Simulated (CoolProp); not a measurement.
Vapour pressure (bar) of R142b: the reference equation beside estimates from Tc = 410.3 K, pc = 40.55 bar, ω = 0.232. Clausius-Clapeyron is anchored at 231.8 K with a constant enthalpy of vaporisation of 24.18 kJ/mol.

The numbers come from the reference Helmholtz-energy equation of state, Lemmon 2006 in CoolProp. It is a short technical equation, of lower accuracy than the large ones.

| T (K) | reference | Clausius-Clapeyron | Redlich-Kwong | Soave-Redlich-Kwong | Peng-Robinson |
|---|---|---|---|---|---|
| 187.3 | 0.009487 | 0.01123 | 0.02363 | 0.009417 | 0.01053 |
| 196.2 | 0.02040 | 0.02271 | 0.04833 | 0.02016 | 0.02209 |
| 205.1 | 0.04058 | 0.04321 | 0.09138 | 0.04003 | 0.04311 |
| 214 | 0.07550 | ? | 0.1616 | 0.07442 | 0.07897 |
| 222.9 | 0.1326 | 0.1341 | 0.2699 | 0.1307 | 0.1369 |
| 231.8 | 0.2213 | 0.2213 | ? | 0.2183 | 0.2263 |
| 240.7 | 0.3533 | 0.3519 | 0.6535 | 0.3492 | 0.3585 |
| 249.6 | 0.5427 | 0.5414 | ? | 0.5372 | 0.5473 |
| 258.5 | 0.8054 | 0.8086 | 1.363 | 0.7989 | 0.8084 |
| 267.4 | 1.159 | 1.176 | 1.883 | 1.153 | 1.160 |
| 276.3 | 1.625 | 1.669 | 2.537 | 1.619 | 1.621 |
| 285.2 | 2.223 | 2.318 | 3.343 | 2.220 | 2.214 |

Question: Complete the blanks.

Answer: 
- 214, Clausius-Clapeyron: 0.07794
- 231.8, Redlich-Kwong: 0.4290
- 249.6, Redlich-Kwong: 0.9593

Absolute difference from the reference over all 12 rows, mean and median: Clausius-Clapeyron 4.2 and 2.1 %, Redlich-Kwong 93.5 and 89.4 %, Soave-Redlich-Kwong 1.0 and 1.1 %, Peng-Robinson 3.3 and 1.9 %.
